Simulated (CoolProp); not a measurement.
Saturated liquid density (kg/m³) of R245fa: the reference equation beside estimates from Tc = 427.0 K, pc = 3.651 MPa, ω = 0.378. Rackett uses Z = 0.29056 − 0.08775 ω.

Model: reference Helmholtz-energy equation of state, Akasaka 2015, in CoolProp.

```tsv
T (K)	reference	Rackett	Redlich-Kwong	Soave-Redlich-Kwong
287	1368	1436	1174	1242
291.9	1355	1422	1160	1229
296.9	1342	1407	1146	1216
301.8	1329	1393	1132	1203
306.7	1315	1378	1118	1190
311.7	1301	1362	1103	1175
316.6	1287	1346	1088	1161
321.6	1272	1330	1072	1145
326.5	1257	1314	1056	1130
```

Absolute difference from the reference over all 9 rows, mean and median: Rackett 4.7 and 4.8 %, Redlich-Kwong 15.0 and 15.0 %, Soave-Redlich-Kwong 9.6 and 9.5 %.
